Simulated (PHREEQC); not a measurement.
A solution holds 0.065 mol/kgw HF, 8.7e-05 mol/kgw H2SiF6, 7.2e-05 mol/kgw H3PO4 and 0.00019 mol/kgw HCl, at 56 °C. Closed to the air; pH follows from the charge balance.

All values are PHREEQC results (ion-association model, phreeqc.dat), not measurements.

This is a speciation only: nothing precipitates in the calculation.

Task: Predict the pH, ionic strength.

Result: pH 2.27; ionic strength 0.00595 mol/kgw.

Task: In which forms is F present?

Result: HF 89 %, F- 6.6 %, HF2- 3.4 %, SiF6-2 0.8 % of the F.

Away from 25 °C the constants follow the database's enthalpies or fits; those with neither stay at their 25 °C values. SiF6-2 is the database's only silicon fluoride.
